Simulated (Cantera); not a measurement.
Feed: 1 mol SiC, 0.12 mol N2O, 580 mol N2, at 101000 Pa.

Equilibrium computed with Cantera from the NASA thermochemical tables; the gas is ideal and each condensed phase is pure. Candidate condensed phases: C, Si, SiC, SiO2, Si2N2O, Si3N4; 34 gas species. Mutual solubility and eutectic melting of coexisting phases are not modelled. The tables' values for SiN are old estimates; treat these amounts as uncertain. Kinetics and transport are ignored.

x: gas mole fraction; n: condensed amount in mol.

```json
[
 {"T (°C)": "752", "x N2": "1.00", "x CO": "4.30e-10", "x Si": "<1e-12", "x SiO": "<1e-12", "n C(graphite)": "1.00", "n Si2N2O(s)": "0.120", "n Si3N4(s)": "0.253", "n SiC(s)": "0"},
 {"T (°C)": "852", "x N2": "1.00", "x CO": "1.35e-8", "x Si": "<1e-12", "x SiO": "<1e-12", "n C(graphite)": "1.000", "n Si2N2O(s)": "0.120", "n Si3N4(s)": "0.253", "n SiC(s)": "0"},
 {"T (°C)": "952", "x N2": "1.00", "x CO": "2.41e-7", "x Si": "<1e-12", "x SiO": "<1e-12", "n C(graphite)": "1.000", "n Si2N2O(s)": "0.120", "n Si3N4(s)": "0.253", "n SiC(s)": "0"},
 {"T (°C)": "1052", "x N2": "1.000", "x CO": "2.75e-6", "x Si": "<1e-12", "x SiO": "6.68e-11", "n C(graphite)": "0.998", "n Si2N2O(s)": "0.118", "n Si3N4(s)": "0.254", "n SiC(s)": "0"},
 {"T (°C)": "1152", "x N2": "1.000", "x CO": "2.22e-5", "x Si": "<1e-12", "x SiO": "2.68e-9", "n C(graphite)": "0.987", "n Si2N2O(s)": "0.107", "n Si3N4(s)": "0.262", "n SiC(s)": "0"},
 {"T (°C)": "1252", "x N2": "1.000", "x CO": "___", "x Si": "___", "x SiO": "___", "n C(graphite)": "0.922", "n Si2N2O(s)": "___", "n Si3N4(s)": "___", "n SiC(s)": "0"},
 {"T (°C)": "1352", "x N2": "1.000", "x CO": "0.000207", "x Si": "9.46e-10", "x SiO": "3.37e-7", "n C(graphite)": "0.880", "n Si2N2O(s)": "0", "n Si3N4(s)": "0.333", "n SiC(s)": "0"},
 {"T (°C)": "1452", "x N2": "1.000", "x CO": "0.000206", "x Si": "1.81e-8", "x SiO": "1.05e-6", "n C(graphite)": "0", "n Si2N2O(s)": "0", "n Si3N4(s)": "0.0396", "n SiC(s)": "0.881"},
 {"T (°C)": "1552", "x N2": "1.000", "x CO": "0.000202", "x Si": "___", "x SiO": "___", "n C(graphite)": "0", "n Si2N2O(s)": "0", "n Si3N4(s)": "0.0380", "n SiC(s)": "0.883"},
 {"T (°C)": "1652", "x N2": "1.000", "x CO": "0.000187", "x Si": "2.58e-6", "x SiO": "1.95e-5", "n C(graphite)": "0", "n Si2N2O(s)": "0", "n Si3N4(s)": "0.0318", "n SiC(s)": "0.891"},
 {"T (°C)": "1752", "x N2": "1.000", "x CO": "0.000151", "x Si": "2.12e-5", "x SiO": "5.61e-5", "n C(graphite)": "0", "n Si2N2O(s)": "0", "n Si3N4(s)": "0.0121", "n SiC(s)": "0.912"},
 {"T (°C)": "1852", "x N2": "1.000", "x CO": "0.000157", "x Si": "7.41e-5", "x SiO": "5.00e-5", "n C(graphite)": "0", "n Si2N2O(s)": "0", "n Si3N4(s)": "0", "n SiC(s)": "0.906"}
]
```

Q: Fill in the missing entries.

A: 
- 1552, x Si: 2.48e-7
- 1552, x SiO: 5.06e-6
- 1252, x CO: 0.000135
- 1252, x Si: 3.34e-11
- 1252, x SiO: 6.57e-8
- 1252, n Si2N2O(s): 0.0415
- 1252, n Si3N4(s): 0.306
